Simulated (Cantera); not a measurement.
Charge: 1 mol Cu, 0.018 mol H2O, 0.72 mol CO, held at 1098 K and 1 atm.

Method: chemical equilibrium by Gibbs-energy minimisation in Cantera with the NASA 1993 tables (ideal gas, pure condensed phases). Candidate condensed phases: C, C6H6, C7H8, C8H18, Cu, CuO, Cu(OH)2, Cu2O, H2O; 113 gas species. Kinetics and transport are ignored.

Base state: CO 0.900, CO2 0.0749, H2 0.0236, H2O 0.00198, CH4 2.07e-5 (mole fractions); condensed: C(graphite) + Cu(s).

Question: What changes in the equilibrium state with this change: temperature from 1098 K to 1300 K?

Answer: 
| species | before | after |
|---|---|---|
| CO | 0.900 | 0.952 |
| CO2 | 0.0749 | 0.0234 |
| H2 | 0.0236 | 0.0234 |
| H2O | 0.00198 | 0.00101 |
| CH4 | 2.07e-5 | 8.85e-7 |
| C(graphite), mol | 0.0359 | 0 |
| Cu(s), mol | 1.00 | 1.00 |
